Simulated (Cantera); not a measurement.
Charge: 1 mol Si, 4 mol F2, equilibrated at 750 Torr.

Equilibrium computed with Cantera from the NASA thermochemical tables; the gas is ideal and each condensed phase is pure. Candidate condensed phases: Si; 9 gas species. Kinetics and transport are ignored.

### Question
At 1350 K, list the 3 most abundant gas species with their mole fractions, and the condensed phases.

### Answer
F 0.569, SiF4 0.238, F2 0.192. Condensed: gas only.
